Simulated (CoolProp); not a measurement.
Properties of sulfur dioxide along the isobar 10.6 MPa (Tc = 157.5 °C, pc = 7.887 MPa, ω = 0.256).

Values from CoolProp's reference Helmholtz-energy equation of state, Gao 2016.

| T (°C) | phase | Z | cp (kJ/(kg K)) | Joule-Thomson coefficient (K/MPa) | isothermal compressibility (1/MPa) |
|---|---|---|---|---|---|
| -20.05 | liquid | 0.2148 | 1.345 | -0.2894 | 0.0008755 |
| -6.85 | liquid | 0.2087 | 1.346 | -0.2770 | 0.0009936 |
| 6.45 | liquid | 0.2034 | 1.350 | -0.2606 | 0.001137 |
| 19.65 | liquid | 0.1990 | 1.358 | -0.2397 | 0.001310 |
| 32.85 | liquid | 0.1952 | 1.370 | -0.2130 | 0.001525 |
| 46.15 | liquid | 0.1922 | 1.387 | -0.1789 | 0.001799 |
| 59.35 | liquid | 0.1900 | 1.409 | -0.1356 | 0.002153 |
| 72.55 | liquid | 0.1885 | 1.438 | -0.07997 | 0.002625 |
| 85.85 | liquid | 0.1879 | [?] | -0.006501 | 0.003284 |
| 99.05 | liquid | 0.1884 | 1.528 | 0.09125 | 0.004232 |
| 112.25 | liquid | [?] | 1.599 | 0.2266 | 0.005689 |
| 125.55 | liquid | 0.1939 | 1.705 | 0.4251 | 0.008146 |
| 138.75 | liquid | 0.2006 | 1.876 | [?] | 0.01279 |
| 151.95 | liquid | 0.2128 | 2.214 | 1.287 | 0.02390 |
| 165.25 | supercritical | [?] | 3.258 | 2.591 | 0.06964 |
| 178.45 | supercritical | 0.3582 | 5.819 | 6.182 | 0.3276 |

### Question
Complete the blanks.

### Answer

- 85.85, cp (kJ/(kg K)): 1.476
- 112.25, Z: 0.1902
- 138.75, Joule-Thomson coefficient (K/MPa): 0.7345
- 165.25, Z: 0.2412
